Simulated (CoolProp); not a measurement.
Vapour-liquid equilibrium of n-butane (1) + benzene (2) at 335 kPa; x and y are mole fractions of (1).

The numbers come from the multi-fluid Helmholtz-energy mixture model, Bücker 2006 and Thol 2012; pair parameters Bell 2016 in CoolProp.

```
x     bubble temperature (K)  y at the bubble point  dew temperature at overall composition x (K)  liquid density (mol/L)
----  ----------------------  ---------------------  --------------------------------------------  ----------------------
0.05                   385.1                  0.285                                           [?]                   9.873
0.15                   364.0                  0.622                                         391.5                   10.06
0.25                   348.9                  0.782                                         386.8                     [?]
0.35                   338.2                  0.862                                         381.6                   10.17
0.45                   330.7                    [?]                                         375.9                   10.14
0.55                   325.1                  0.933                                         369.4                   10.08
0.65                     [?]                  0.952                                         361.8                     [?]
0.75                   317.1                  0.967                                         352.4                   9.901
0.85                   313.7                    [?]                                         340.1                   9.796
0.95                   310.5                  0.993                                           [?]                   9.689
```

Problem. What belongs in the gaps?

Solution. 
- 0.05, dew temperature at overall composition x (K): 395.8
- 0.25, liquid density (mol/L): 10.15
- 0.45, y at the bubble point: 0.906
- 0.65, bubble temperature (K): 320.7
- 0.65, liquid density (mol/L): 9.999
- 0.85, y at the bubble point: 0.980
- 0.95, dew temperature at overall composition x (K): 321.3

No azeotrope shows between x = 0.05 and 0.95.

The pair parameters rest on a limited set of measurements; away from them the model extrapolates.
